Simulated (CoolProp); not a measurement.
Vapour-liquid equilibrium of n-hexane (1) + o-xylene (2) at 344 kPa; x and y are mole fractions of (1).

Model: multi-fluid Helmholtz-energy mixture model, Thol 2019 and Zhou 2012; pair parameters Bell 2016, in CoolProp.

```
x      bubble temperature, mixture model (°C)  bubble temperature, Raoult's law (°C)  y, mixture model  y, Raoult's law
-----  --------------------------------------  -------------------------------------  ----------------  ---------------
0.05                                    187.8                                  188.0             0.202            0.216
0.125                                   175.4                                  176.1             0.423            0.442
0.2                                     165.1                                  166.2             0.573            0.594
0.275                                   156.6                                  157.8             0.678            0.699
0.35                                    149.4                                  150.6             0.753            0.775
0.425                                   143.2                                  144.3             0.809            0.831
0.5                                     137.9                                  138.7             0.852            0.873
0.575                                   133.3                                  133.8             0.886            0.906
0.65                                    129.1                                  129.4             0.914            0.932
0.725                                   125.3                                  125.4             0.937            0.952
0.8                                     121.8                                  121.8             0.957            0.969
0.875                                   118.6                                  118.5             0.974            0.982
0.95                                    115.5                                  115.4             0.990            0.994
```

The largest gap from Raoult's law is -1.2 K in bubble temperature, at x = 0.275. No azeotrope shows between x = 0.05 and 0.95.

Pair parameters are fitted to limited data, so mixtures are less certain than the pure fluids.
